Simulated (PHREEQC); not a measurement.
PHREEQC input (ion-association model, phreeqc.dat):

```
SOLUTION 0
  temp 15
  units mmol/kgw
  pH 7 charge
  Cl 42.01
  Zn 21
  O(0) 1 O2(g) -0.68
SOLUTION 1-30
  temp 15
  units mmol/kgw
  pH 7 charge
  Cl 38.01
  Cd 19
  O(0) 1 O2(g) -0.68
END
EXCHANGE 1-30
  X 0.076
  -equilibrate 1
END
SELECTED_OUTPUT 1
  -reset false
  -pH true
  -pe true
  -ionic_strength true
  -water true
  -step true
  -totals Cd Cl Zn
  -molalities ZnX2 CdX2
  -saturation_indices Zn(OH)2(e) Cd(OH)2
PRINT
  -reset false
TRANSPORT
  -cells 30
  -shifts 180
  -lengths 0.0166667
  -time_step 300
  -dispersivities 0.025
  -boundary_conditions flux flux
  -correct_disp true
  -punch_cells 30
  -punch_frequency 6
END
```

Selected output (columns that matter, 26 of 31 rows; pore volumes added in front):

```
pore volumes	pH	mu	Cd	Cl	Zn	m_ZnX2	m_CdX2	si_Zn(OH)2(e)	si_Cd(OH)2
0	5.046	0.034594	0.019	0.03801	0	0	0.038	-1000	-5.9401
0.2167	5.046	0.034594	0.019	0.03801	0	0	0.038	-1000	-5.9401
0.4167	5.046	0.034602	0.019006	0.038021	2.463e-18	1.1184e-17	0.038	-19.314	-5.9401
0.8167	5.046	0.035486	0.019622	0.039254	1.9377e-10	8.6267e-10	0.038	-11.421	-5.9346
1.0167	5.046	0.036261	0.020166	0.040341	1.6775e-08	7.3434e-08	0.038	-9.4861	-5.93
1.2167	5.046	0.03683	0.020567	0.041144	4.0022e-07	1.7308e-06	0.037998	-8.1104	-5.9267
1.4167	5.0459	0.037159	0.020793	0.041605	4.3148e-06	1.8529e-05	0.037981	-7.0789	-5.925
1.6167	5.0459	0.037344	0.020884	0.041833	2.7939e-05	0.00011942	0.037881	-6.2684	-5.9248
2.0167	5.045	0.037904	0.020514	0.041981	0.00047082	0.0019577	0.036042	-5.0451	-5.9379
2.2167	5.0433	0.038913	0.019564	0.041998	0.0014299	0.0056356	0.032364	-4.5693	-5.968
2.4167	5.0393	0.041236	0.01738	0.042006	0.003618	0.012726	0.025274	-4.181	-6.0409
2.6167	5.0327	0.045313	0.01366	0.042008	0.0073394	0.021714	0.016286	-3.8986	-6.1815
2.8167	5.025	0.050283	0.0093174	0.042009	0.011682	0.028967	0.0090329	-3.725	-6.3891
3.2167	5.0146	0.057494	0.0033343	0.04201	0.017666	0.035489	0.0025115	-3.5834	-6.8914
3.4167	5.0122	0.059283	0.0019005	0.04201	0.0191	0.036647	0.0013535	-3.5584	-7.1488
3.6167	5.0108	0.060322	0.0010763	0.04201	0.019924	0.037257	0.00074278	-3.5452	-7.4033
3.8167	5.01	0.060914	0.00060953	0.04201	0.02039	0.037587	0.00041329	-3.538	-7.6545
4.0167	5.0095	0.061249	0.00034593	0.04201	0.020654	0.037768	0.00023224	-3.5341	-7.9029
4.4167	5.0091	0.061546	0.00011232	0.04201	0.020888	0.037925	7.4752e-05	-3.5307	-8.3936
4.6167	5.0091	0.061608	6.423e-05	0.04201	0.020936	0.037957	4.2671e-05	-3.53	-8.6367
4.8167	5.009	0.061643	3.68e-05	0.04201	0.020963	0.037976	2.4423e-05	-3.5296	-8.8789
5.0167	5.009	0.061663	2.1117e-05	0.04201	0.020979	0.037986	1.4006e-05	-3.5293	-9.1202
5.2167	5.009	0.061674	1.2133e-05	0.04201	0.020988	0.037992	8.0446e-06	-3.5292	-9.361
5.6167	5.0089	0.061685	4.0166e-06	0.04201	0.020996	0.037997	2.6624e-06	-3.5291	-9.8412
5.8167	5.0089	0.061687	2.3136e-06	0.04201	0.020998	0.037998	1.5335e-06	-3.5291	-10.081
6.0167	5.0089	0.061688	1.3334e-06	0.04201	0.020999	0.037999	8.8378e-07	-3.529	-10.32
```
